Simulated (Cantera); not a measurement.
Gas-phase reforming

An isothermal, constant-pressure homogeneous reactor starts with CH4 : H2O : H2 = 1 : 1.9 : 0.44 (molar parts), at 1348 K and 0.257 atm.

Detailed kinetics in Cantera: GRI-Mech 3.0 (53 species, 325 reactions).

```json
[
 {"t (s)": "5.00e-5", "x CH4": "0.299", "x H2O": "0.569", "x H2": "0.132", "x CH2CO": "<1e-12", "x HO2": "<1e-12", "x HCO": "<1e-12", "x CH2O": "<1e-12"},
 {"t (s)": "0.000136", "x CH4": "0.299", "x H2O": "0.569", "x H2": "0.132", "x CH2CO": "<1e-12", "x HO2": "<1e-12", "x HCO": "<1e-12", "x CH2O": "<1e-12"},
 {"t (s)": "0.000368", "x CH4": "0.299", "x H2O": "0.569", "x H2": "0.132", "x CH2CO": "<1e-12", "x HO2": "<1e-12", "x HCO": "<1e-12", "x CH2O": "3.73e-12"},
 {"t (s)": "0.00100", "x CH4": "0.299", "x H2O": "0.569", "x H2": "0.132", "x CH2CO": "<1e-12", "x HO2": "<1e-12", "x HCO": "<1e-12", "x CH2O": "7.16e-11"},
 {"t (s)": "0.00271", "x CH4": "0.299", "x H2O": "0.569", "x H2": "0.132", "x CH2CO": "<1e-12", "x HO2": "<1e-12", "x HCO": "<1e-12", "x CH2O": "1.17e-9"},
 {"t (s)": "0.00737", "x CH4": "0.299", "x H2O": "0.569", "x H2": "0.132", "x CH2CO": "<1e-12", "x HO2": "<1e-12", "x HCO": "<1e-12", "x CH2O": "1.03e-8"},
 {"t (s)": "0.0200", "x CH4": "0.299", "x H2O": "0.569", "x H2": "0.132", "x CH2CO": "1.23e-12", "x HO2": "<1e-12", "x HCO": "<1e-12", "x CH2O": "4.65e-8"},
 {"t (s)": "0.0543", "x CH4": "0.299", "x H2O": "0.569", "x H2": "0.132", "x CH2CO": "8.22e-11", "x HO2": "<1e-12", "x HCO": "2.23e-12", "x CH2O": "1.61e-7"},
 {"t (s)": "0.147", "x CH4": "0.298", "x H2O": "0.569", "x H2": "0.132", "x CH2CO": "4.34e-9", "x HO2": "<1e-12", "x HCO": "5.51e-12", "x CH2O": "3.41e-7"},
 {"t (s)": "0.400", "x CH4": "0.297", "x H2O": "0.568", "x H2": "0.134", "x CH2CO": "9.14e-8", "x HO2": "<1e-12", "x HCO": "6.35e-12", "x CH2O": "3.81e-7"},
 {"t (s)": "1.09", "x CH4": "0.292", "x H2O": "0.566", "x H2": "0.139", "x CH2CO": "6.81e-7", "x HO2": "<1e-12", "x HCO": "6.30e-12", "x CH2O": "3.71e-7"},
 {"t (s)": "2.95", "x CH4": "0.279", "x H2O": "0.560", "x H2": "0.152", "x CH2CO": "2.51e-6", "x HO2": "<1e-12", "x HCO": "6.21e-12", "x CH2O": "3.46e-7"},
 {"t (s)": "8.00", "x CH4": "0.249", "x H2O": "0.547", "x H2": "0.184", "x CH2CO": "6.13e-6", "x HO2": "<1e-12", "x HCO": "6.25e-12", "x CH2O": "2.93e-7"}
]
```
x: mole fraction; the columns are a selection and need not sum to one.

Equilibrium at this temperature and pressure: CH4 7.38e-7, H2O 0.149, H2 0.663, CH2CO <1e-12, HO2 <1e-12, HCO 5.13e-10, CH2O 1.33e-8 (gas phase only).
